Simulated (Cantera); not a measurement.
An isothermal, constant-pressure homogeneous reactor starts with CH4 : O2 : N2 = 0.003 : 0.0024 : 1 (molar parts), equivalence ratio 2.5, at 1148 K and 1.00 bar. Integrator tolerance rtol = 1e-08.

Detailed kinetics in Cantera: GRI-Mech 3.0 (53 species, 325 reactions).

**Question.** What does this change do: pressure from 1.00 bar to 2.20 bar?

**Answer.** 
```csv
quantity,before,after
x(CH4) at 20.0 s,0.00283 (gas-phase equilibrium 2.27e-10),0.00204 (gas-phase equilibrium 1.10e-9)
x(O2) at 20.0 s,0.00229 (gas-phase equilibrium <1e-12),0.00169 (gas-phase equilibrium <1e-12)
x(CH3) at 20.0 s,3.98e-7 (gas-phase equilibrium <1e-12),7.77e-7 (gas-phase equilibrium <1e-12)
x(H2O2) at 20.0 s,1.24e-10 (gas-phase equilibrium <1e-12),1.01e-9 (gas-phase equilibrium <1e-12)
x(NO) at 20.0 s,<1e-12 (gas-phase equilibrium <1e-12),9.02e-12 (gas-phase equilibrium <1e-12)
x(H2) at 20.0 s,7.12e-5 (gas-phase equilibrium 0.00471),0.000540 (gas-phase equilibrium 0.00470)
```

**Question.** What does this change do: temperature 1148 to 1250 K?

**Answer.** 
```
quantity                                             before                                      after
-----------------  ----------------------------------------  -----------------------------------------
x(CH4) at 20.0 s   0.00283 (gas-phase equilibrium 2.27e-10)  0.000450 (gas-phase equilibrium 3.03e-11)
x(O2) at 20.0 s      0.00229 (gas-phase equilibrium <1e-12)     6.32e-6 (gas-phase equilibrium <1e-12)
x(CH3) at 20.0 s     3.98e-7 (gas-phase equilibrium <1e-12)     1.55e-7 (gas-phase equilibrium <1e-12)
x(H2O2) at 20.0 s   1.24e-10 (gas-phase equilibrium <1e-12)      <1e-12 (gas-phase equilibrium <1e-12)
x(NO) at 20.0 s       <1e-12 (gas-phase equilibrium <1e-12)  8.70e-10 (gas-phase equilibrium 6.90e-12)
x(H2) at 20.0 s     7.12e-5 (gas-phase equilibrium 0.00471)    0.00213 (gas-phase equilibrium 0.00462)
```
